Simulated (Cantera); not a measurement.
An isothermal, constant-pressure homogeneous reactor starts with H₂ : O₂ = 0.07 : 1 (molar parts), equivalence ratio 0.035, at 1075 K and 0.00490 bar. Integrator tolerance rtol = 1e-08.

Model: the H2/O2 subset of GRI-Mech 3.0, which has no nitrogen chemistry, integrated in Cantera. Radical loss at walls, strong at low pressure, is not modelled. The temperature is held fixed by assumption; the heat of reaction is taken as removed at once.

Question: What does this change do: temperature 1075 to 1375 K?

Answer: 
```csv
quantity,before,after
x(H₂) at 10.0 s,4.93e-7 (gas-phase equilibrium 7.06e-10),6.20e-6 (gas-phase equilibrium 3.08e-7)
x(O₂) at 10.0 s,0.932 (gas-phase equilibrium 0.932),0.932 (gas-phase equilibrium 0.932)
x(O) at 10.0 s,1.23e-5 (gas-phase equilibrium 1.82e-8),0.000178 (gas-phase equilibrium 8.84e-6)
x(H₂O) at 10.0 s,0.0676 (gas-phase equilibrium 0.0676),0.0674 (gas-phase equilibrium 0.0676)
x(H) at 10.0 s,9.86e-8 (gas-phase equilibrium 5.61e-12),2.47e-6 (gas-phase equilibrium 2.73e-8)
x(HO₂) at 10.0 s,2.86e-8 (gas-phase equilibrium 1.89e-9),4.71e-8 (gas-phase equilibrium 4.88e-8)
x(OH) at 10.0 s,5.30e-5 (gas-phase equilibrium 2.04e-6),0.000484 (gas-phase equilibrium 0.000108)
```
